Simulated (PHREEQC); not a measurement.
Solution (25 °C): 0.016 mol/kgw MnCl2. Closed to the air; pH follows from the charge balance.

Equilibrium calculation in PHREEQC: ion-association model, wateq4f.dat.

**Question.** The ionic strength comes out as 0.0461 mol/kgw. What activity coefficients do Mn+2, Cl-, MnCl+ get?

**Answer.** Mn+2 0.49, Cl- 0.82, MnCl+ 0.83.

No solid was allowed to form.
